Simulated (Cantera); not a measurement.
An adiabatic, constant-volume homogeneous reactor starts with CH4 : O2 : N2 = 1 : 2 : 7.52 (molar parts), at 1348 K and 0.280 bar.

Computed with Cantera and GRI-Mech 3.0 (53 species, 325 reactions).

**Question.** Predict: time of steepest temperature rise; temperature at 0.100 s; equilibrium temperature; x(O2) at 0.100 s; x(HO2) at 0.100 s.

**Answer.** 
```json
{
 "time_of_steepest_temperature_rise": "15.7 ms",
 "temperature at 0.100 s": "2753 K",
 "equilibrium_temperature": "2753 K",
 "x(O2) at 0.100 s": "0.0223 (gas-phase equilibrium 0.0223)",
 "x(HO2) at 0.100 s": "5.04e-6 (gas-phase equilibrium 5.04e-6)"
}
```
